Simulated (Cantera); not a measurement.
Cantera run:

```python
import numpy as np
import cantera as ct

gas_names = """
    CL CL2 H HCL H2 Si SiCL SiCL2 SiCL3 SiCL4 SiH SiHCL3 SiH2 SiH2CL2 SiH3 SiH3CL SiH4 Si2 Si3
""".split()
cond_names = """
    Si(cr) Si(L)
""".split()


# ... load() reads the species with a 1 bar reference pressure and builds the phases ...
atoms = {
    'SiH4': {'Si': 1, 'H': 4},
    'HCl': {'H': 1, 'CL': 1},
    'H2': {'H': 2},
}
top_T = {}  # K; cautious upper limits of use, not melting points


# ... equilibrate(T, P, feed) seeds the gas with the atoms and calls Mixture.equilibrate('TP', solver="vcs", rtol=1e-11, max_steps=5000) ...
results = []
feed = {'SiH4': 1, 'HCl': 3.9, 'H2': 1.8}  # mol
P = 13332.2  # Pa
for T in [1948, 1973, 1998, 2023, 2048, 2073, 2098, 2123, 2148, 2173, 2198, 2223, 2248]:
    mix = equilibrate(T, P, feed)
    results.append((T, P, feed, dict(zip(mix.species_names, mix.species_moles))))

top = {s: max(r[3][s] / sum(r[3][g] for g in gas_names) for r in results) for s in gas_names}
cols = sorted((s for s in top if top[s] > 0.0001), key=lambda s: -top[s])[:9]
seen = [c for c in cond_names if any(r[3].get(c, 0) > 1e-12 for r in results)]
print("log10 of partial pressures in bar; condensed amounts in mol")
print(f"{'T/K':>10s}" + "".join(f"{s[:9]:>10s}" for s in cols + seen))
for T, P, feed, n in results:
    ng = sum(n[g] for g in gas_names)
    print(f"{T:10.4g}" + "".join(f"{np.log10(max(n[s] / ng * P / 1e5, 1e-99)):10.3f}" for s in cols)
          + "".join(f"{n.get(c, 0):10.4g}" for c in seen))
```

It prints:

```
log10 of partial pressures in bar; condensed amounts in mol
       T/K        H2       HCL     SiCL2         H        CL     SiCL3      SiCL        Si       SiH
      1948    -1.080    -1.490    -1.778    -3.487    -4.023    -3.285    -4.282    -4.917    -5.571
      1973    -1.080    -1.490    -1.777    -3.410    -3.946    -3.324    -4.191    -4.771    -5.452
      1998    -1.081    -1.489    -1.777    -3.335    -3.872    -3.361    -4.102    -4.630    -5.337
      2023    -1.081    -1.489    -1.777    -3.262    -3.799    -3.398    -4.016    -4.493    -5.225
      2048    -1.082    -1.488    -1.777    -3.191    -3.728    -3.435    -3.932    -4.359    -5.117
      2073    -1.083    -1.488    -1.778    -3.122    -3.658    -3.470    -3.850    -4.229    -5.011
      2098    -1.084    -1.488    -1.779    -3.054    -3.590    -3.506    -3.771    -4.103    -4.909
      2123    -1.085    -1.487    -1.780    -2.988    -3.524    -3.540    -3.695    -3.981    -4.810
      2148    -1.086    -1.486    -1.782    -2.923    -3.459    -3.574    -3.621    -3.862    -4.714
      2173    -1.088    -1.486    -1.785    -2.860    -3.395    -3.608    -3.549    -3.747    -4.622
      2198    -1.090    -1.485    -1.788    -2.799    -3.332    -3.641    -3.480    -3.636    -4.533
      2223    -1.091    -1.483    -1.792    -2.739    -3.270    -3.673    -3.414    -3.529    -4.448
      2248    -1.094    -1.482    -1.797    -2.681    -3.209    -3.706    -3.351    -3.427    -4.367
```

Equilibrium computed with Cantera from the NASA thermochemical tables; the gas is ideal and each condensed phase is pure. The tables' values for SiCl3, SiCl are old estimates; treat these amounts as uncertain. Gases not in the tables: Si2H6 and higher silanes.
